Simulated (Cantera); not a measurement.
A closed system holds: 1 mol Fe(CO)5, 0.047 mol CO, 15 mol H2, at 900 Torr.

Method: chemical equilibrium by Gibbs-energy minimisation in Cantera with the NASA 1993 tables (ideal gas, pure condensed phases). Candidate condensed phases: C, C6H6, C7H8, C8H18, Fe, Fe(CO)5, FeO, Fe(OH)2, Fe(OH)3, Fe2O3, Fe3O4, H2O; 114 gas species. Equilibrium is a limit: real reactors are often held back by kinetics, nucleation or transport.

Problem. At 1423 K, list the 5 most abundant gas species with their mole fractions, and the condensed phases.

Solution. H2 0.746, CO 0.251, CH4 0.00142, H2O 0.00124, CO2 0.000184. Condensed: Fe(γ).
